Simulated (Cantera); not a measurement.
A closed system holds: 1 mol HI, a varied amount of H2, 2.3 mol O2, equilibrated at 825 K and 0.630 Torr.

Cantera equilibrium calculation (NASA polynomials, part measured and part estimated; ideal gas, pure solids and liquids). Candidate condensed phases: H2O, I2; 12 gas species. Kinetics and transport are ignored.

**Question.** At 7.2 mol H2, list the 5 most abundant gas species with their mole fractions, and the condensed phases.

**Answer.** H2O 0.559, H2 0.321, HI 0.111, I 0.00832, I2 0.000948. Condensed: gas only.
